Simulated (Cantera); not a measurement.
An isothermal, constant-pressure homogeneous reactor starts with 16.1 % H2, 33.6 % O2, 50.3 % N2, equivalence ratio 0.24, at 1175 K and 0.720 bar.

Cantera simulation using GRI-Mech 3.0 (53 species, 325 reactions); the numbers are that mechanism's predictions, not measurements. The temperature is held fixed by assumption; the heat of reaction is taken as removed at once.

x: mole fraction; the columns are a selection and need not sum to one.

| t (s) | x H2 | x O2 | x N2O | x O | x H2O2 | x H |
|---|---|---|---|---|---|---|
| 2.00e-6 | 0.161 | 0.336 | <1e-12 | 8.42e-10 | 1.95e-12 | 3.28e-9 |
| 1.00e-5 | 0.161 | 0.336 | <1e-12 | 3.50e-8 | 6.90e-11 | 8.79e-8 |
| 5.02e-5 | 0.0838 | 0.300 | 6.88e-9 | 0.0105 | 1.18e-5 | 0.0251 |
| 0.000252 | 0.000951 | 0.277 | 6.44e-8 | 0.000170 | 4.73e-6 | 2.05e-5 |
| 0.00126 | 7.68e-5 | 0.277 | 7.20e-8 | 1.06e-5 | 6.81e-7 | 3.98e-7 |
| 0.00632 | ? | 0.277 | 7.45e-8 | ? | ? | ? |
| 0.0317 | 3.43e-8 | 0.277 | 7.54e-8 | 1.22e-7 | 1.77e-8 | 2.57e-10 |
| 0.159 | 5.86e-9 | 0.277 | 7.42e-8 | 2.37e-8 | 3.70e-9 | 2.38e-11 |
| 0.796 | 3.00e-9 | 0.277 | 6.50e-8 | 9.50e-9 | 1.55e-9 | 8.19e-12 |
| 3.99 | 2.95e-9 | 0.277 | ? | 9.14e-9 | 1.49e-9 | 7.91e-12 |
| 20.0 | 2.95e-9 | 0.277 | 8.33e-9 | 9.12e-9 | 1.49e-9 | 7.90e-12 |

### Question
Complete the blanks.

### Answer

- 0.00632, x H2: 1.78e-6
- 0.00632, x O: 8.74e-7
- 0.00632, x H2O2: 1.04e-7
- 0.00632, x H: 6.34e-9
- 3.99, x N2O: 3.41e-8
